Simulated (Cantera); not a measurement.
Mixture: C₃H₈ : O₂ : N₂ = 1 : 2.63 : 9.89 (molar parts), at 0.710 bar, adiabatic and at constant pressure. Ignition delay is the time to a rise of 400 K.

Detailed kinetics in Cantera: GRI-Mech 3.0 (53 species, 325 reactions). GRI-Mech 3.0 was tuned for natural gas; its chemistry of propane as a main component is partial and can be far from experiment.

What does this change do: pressure from 0.710 bar to 1.40 bar?


```
quantity                                                before       after
--------------------------------------------------  ----------  ----------
delay at 1250 K                                        2.89 ms     2.10 ms
delay at 1350 K                                       0.583 ms    0.409 ms
delay at 1450 K                                       0.174 ms    0.115 ms
delay at 1550 K                                        71.3 µs     44.7 µs
apparent activation energy between 1500 and 1600 K  150 kJ/mol  160 kJ/mol
```

What does this change do: constant volume in place of constant pressure?


```csv
quantity,before,after
delay at 1250 K,2.89 ms,2.61 ms
delay at 1350 K,0.583 ms,0.520 ms
delay at 1450 K,0.174 ms,0.153 ms
delay at 1550 K,71.3 µs,61.5 µs
apparent activation energy between 1500 and 1600 K,150 kJ/mol,160 kJ/mol
```
